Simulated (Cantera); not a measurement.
Input: 1 mol CH3SiCl3, 1200 mol H2, 0.041 mol C2H4, held at 2673 K and 0.00133 bar.

These are equilibrium values from Cantera (NASA tables, ideal gas, pure condensed phases), not measurements of a reactor. Candidate condensed phases: C, C6H6, C7H8, C8H18, Si, SiC; 109 gas species. The feed counts by its element totals alone. The numbers say what is thermodynamically allowed, not how fast it happens.

Task: What is the equilibrium state?

Result: 
- x(H): 0.728
- x(H2): 0.269
- x(Cl): 0.00103
- x(HCl): 0.000548
- x(Si): 0.000521
- x(C): 0.000171
- x(C2H2 (acetylene)): 0.000127
- x(C2H): 3.46e-5
- x(C3): 1.50e-5
- gas amount: 1896 mol
- log10 activity of C(graphite) (absent): -0.83
- log10 activity of Si(l) (absent): -4.36
